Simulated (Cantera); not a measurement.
A Cantera script and what it prints.

```python
import numpy as np
import cantera as ct

gas_names = """
    C2H4 HF CuF2 CH4
""".split()
cond_names = """
    Cu(cr) Cu(L)
""".split()


# ... load() reads the species with a 1 bar reference pressure and builds the phases ...
species = {s.name: s for s in load("nasa_gas.yaml", gas_names) + load("nasa_condensed.yaml", cond_names)}
# Each term lists the table entries of one substance; the one whose range holds T is used.
reactions = {
    'C2H4(g) + 4 HF(g) + 2 Cu = 2 CuF2(g) + 2 CH4(g)':
        [(-1, ['C2H4']), (-4, ['HF']), (-2, ['Cu(cr)', 'Cu(L)']), (2, ['CuF2']), (2, ['CH4'])],
}


def pick(names, T):
    return next(species[n] for n in names if species[n].thermo.min_temp <= T <= species[n].thermo.max_temp)


results = []
for label, terms in reactions.items():
    print(label)
    print("     T/K   dH/kJ  dS/(J/K)   dG/kJ   log10 K")
    for T in [600, 650, 700, 750, 800]:
        used = [(nu, pick(names, T)) for nu, names in terms]
        dH = sum(nu * s.thermo.h(T) for nu, s in used) / 1e6
        dS = sum(nu * s.thermo.s(T) for nu, s in used) / 1e3
        dG = dH - T * dS / 1e3
        logK = -dG * 1e6 / (ct.gas_constant * T * np.log(10))
        results.append((label, T, dH, dS, dG, logK, [s.name for _, s in used]))
        print(f"{T:8g} {dH:8.1f} {dS:8.1f} {dG:8.1f} {logK:8.2f}")
```

Output:

```
C2H4(g) + 4 HF(g) + 2 Cu = 2 CuF2(g) + 2 CH4(g)
     T/K   dH/kJ  dS/(J/K)   dG/kJ   log10 K
     600    344.4    -98.1    403.3   -35.11
     650    343.2   -100.1    408.2   -32.80
     700    342.1   -101.7    413.3   -30.84
     750    341.1   -103.1    418.4   -29.14
     800    340.2   -104.3    423.6   -27.66
```

Source: NASA polynomial tables (part measured, part estimated), evaluated in Cantera. Condensed species are held in their standard states even where they would react or evaporate.
